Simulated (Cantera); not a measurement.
# Thermodynamics of silicon epitaxy and polysilicon growth, feed Si2H6 + N2

A closed system holds: 1 mol Si2H6, 14 mol N2, at 1348.15 K and 0.100 bar.

These are equilibrium values from Cantera (NASA tables, ideal gas, pure condensed phases), not measurements of a reactor. Candidate condensed phases: Si, Si3N4; 18 gas species. The feed counts by its element totals alone. N2 is the only nitrogen source here; it is nearly inert below about 1500 K, so the nitride shown seldom forms there in practice. Equilibrium is a limit: real reactors are often held back by kinetics, nucleation or transport.

```
Item                                  Value
--------------------------------  ---------
x(N2)                                 0.809
x(H2)                                 0.191
x(H)                                3.21e-6
n(Si3N4(s))                       0.667 mol
gas amount                        15.67 mol
log10 activity of Si(s) (absent)      -3.12
```
